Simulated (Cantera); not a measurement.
# Si + SF6 + N2 + HF (silicon etching in halogen gases)

A closed system holds: 1 mol Si, 2.3 mol SF6, 3.1 mol N2, 7.2 mol HF, equilibrated at 47.0 Pa.

These are equilibrium values from Cantera (NASA tables, ideal gas, pure condensed phases), not measurements of a reactor. Candidate condensed phases: S, Si, Si3N4; 52 gas species. The tables' values for SF3, S2F2 (SSF2), FS2F (FSSF) are old estimates; treat these amounts as uncertain. The numbers say what is thermodynamically allowed, not how fast it happens.

From 1225 °C to 1450 °C nothing is condensed. The main Si-bearing gas is SiF4 throughout.

| T (°C) | x HF | x F | x N2 | x SF2 | x SiF4 | x SF4 | x SF3 |
|---|---|---|---|---|---|---|---|
| 1225 | 0.406 | 0.233 | 0.175 | 0.0919 | 0.0564 | 0.0229 | 0.0146 |
| 1250 | 0.397 | 0.250 | 0.171 | 0.102 | 0.0552 | 0.0128 | 0.0119 |
| 1275 | 0.391 | 0.261 | 0.169 | 0.108 | 0.0544 | 0.00671 | 0.00922 |
| 1300 | 0.388 | 0.268 | 0.167 | 0.112 | 0.0539 | 0.00340 | 0.00691 |
| 1325 | 0.385 | 0.273 | 0.166 | 0.114 | 0.0535 | 0.00170 | 0.00509 |
| 1350 | 0.384 | 0.276 | 0.165 | 0.114 | 0.0533 | 0.000848 | 0.00372 |
| 1375 | 0.382 | 0.279 | 0.165 | 0.113 | 0.0531 | 0.000427 | 0.00271 |
| 1400 | 0.380 | 0.284 | 0.164 | 0.109 | 0.0528 | 0.000218 | 0.00196 |
| 1425 | 0.378 | 0.291 | 0.163 | 0.104 | 0.0524 | 0.000112 | 0.00141 |
| 1450 | 0.373 | 0.301 | 0.161 | 0.0951 | 0.0519 | 5.83e-5 | 0.00100 |
x: gas mole fraction; nothing condenses.
